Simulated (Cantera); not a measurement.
Standard-state values (1 bar) from the NASA 1993 polynomials, evaluated with Cantera. Values are per mole of reaction as written; species without (g) are pure solids or liquids, kept so even where they would boil at 1 bar.

CrO3(g) + 3 NO(g) → Cr + 3 NO2(g)

| T (K) | ΔH° (kJ) | ΔS° (J/K) | ΔG° (kJ) | log10 K |
|---|---|---|---|---|
| 2475 | (withheld) | (withheld) | (withheld) | (withheld) |
| 2575 | (withheld) | (withheld) | (withheld) | (withheld) |
| 2675 | (withheld) | (withheld) | (withheld) | (withheld) |
| 2775 | (withheld) | (withheld) | (withheld) | (withheld) |
| 2875 | 187.6 | -122.3 | 539.3 | -9.80 |

Q: What belongs in the gaps?

A: 
- 2475, ΔH° (kJ): 177.5
- 2475, ΔS° (J/K): -126.1
- 2475, ΔG° (kJ): 489.6
- 2475, log10 K: -10.33
- 2575, ΔH° (kJ): 179.9
- 2575, ΔS° (J/K): -125.1
- 2575, ΔG° (kJ): 502.1
- 2575, log10 K: -10.19
- 2675, ΔH° (kJ): 182.4
- 2675, ΔS° (J/K): -124.2
- 2675, ΔG° (kJ): 514.6
- 2675, log10 K: -10.05
- 2775, ΔH° (kJ): 185.0
- 2775, ΔS° (J/K): -123.2
- 2775, ΔG° (kJ): 527.0
- 2775, log10 K: -9.92
